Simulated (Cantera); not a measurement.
Charge: 1 mol CS₂, 4.5 mol O₂, 0.78 mol H₂, held at 1800 K and 0.900 Torr.

Equilibrium computed with Cantera from the NASA thermochemical tables; the gas is ideal and each condensed phase is pure. Candidate condensed phases: C, C₆H₆, C₇H₈, C₈H₁₈, H₂O, H₂SO₄, S; 123 gas species. Rates play no part.

Base state: SO₂ 0.407, O₂ 0.226, CO₂ 0.201, H₂O 0.156, OH 0.00471, CO 0.00251, O 0.00167, H₂ 0.000510 (mole fractions); condensed: gas only.

Question: What changes in the equilibrium state with this change: temperature from 1800 K to 1498 K?

Answer: 
| species | before | after |
|---|---|---|
| SO₂ | 0.407 | 0.409 |
| O₂ | 0.226 | 0.227 |
| CO₂ | 0.201 | 0.204 |
| OH | 0.00471 | 0.000531 |
| H₂O | 0.156 | 0.159 |
| H | 0.000233 | 2.09e-6 |
| SO | 0.000490 | 8.43e-6 |
| CO | 0.00251 | 5.89e-5 |
| O | 0.00167 | 5.42e-5 |
